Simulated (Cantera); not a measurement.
## N2O furnace oxynitridation

An isothermal, constant-pressure homogeneous reactor starts with 2.91 % N2O, 0.426 % H2, 96.7 % N2, at 1400 K and 27000 Pa.

Computed with Cantera and GRI-Mech 3.0 (53 species, 325 reactions). GRI-Mech 3.0 was tuned for natural gas; its chemistry of N2O as a main component is partial and can be far from experiment.

```tsv
t (s)	x N2O	x H2	x NO2	x O	x OH
5.00e-6	0.0291	0.00426	<1e-12	2.95e-7	9.32e-9
2.88e-5	0.0291	0.00426	<1e-12	1.43e-6	2.67e-7
0.000166	0.0291	0.00425	6.61e-12	3.73e-6	4.76e-6
0.000954	0.0285	0.00374	3.57e-9	4.81e-6	2.86e-5
0.00549	0.0247	0.000418	1.74e-7	1.46e-5	6.14e-5
0.0316	0.0216	1.61e-6	2.84e-6	1.66e-5	3.74e-5
0.182	0.0114	1.67e-6	3.84e-6	1.47e-5	3.62e-5
1.05	0.000509	8.97e-7	3.28e-6	5.34e-6	2.21e-5
6.03	1.66e-8	3.55e-8	2.56e-6	1.91e-7	4.19e-6
34.7	9.25e-9	3.55e-8	2.55e-6	1.91e-7	4.19e-6
200	9.25e-9	3.55e-8	2.55e-6	1.91e-7	4.19e-6
```
x: mole fraction; the columns are a selection and need not sum to one.

Equilibrium at this temperature and pressure: N2O 7.22e-9, H2 3.34e-8, NO2 1.81e-7, O 2.02e-7, OH 4.31e-6 (gas phase only).
